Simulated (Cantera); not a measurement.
Charge: 1 mol SiF4, 1.3 mol H2O, 0.89 mol H2, equilibrated at 0.0810 bar.

Method: chemical equilibrium by Gibbs-energy minimisation in Cantera with the NASA 1993 tables (ideal gas, pure condensed phases). Candidate condensed phases: H2O, Si, SiO2; 38 gas species. Rates play no part.

At 1048 K, list the 4 most abundant gas species with their mole fractions, and the condensed phases.

HF 0.398, H2 0.251, SiF4 0.183, H2O 0.168. Condensed: SiO2(β-quartz).
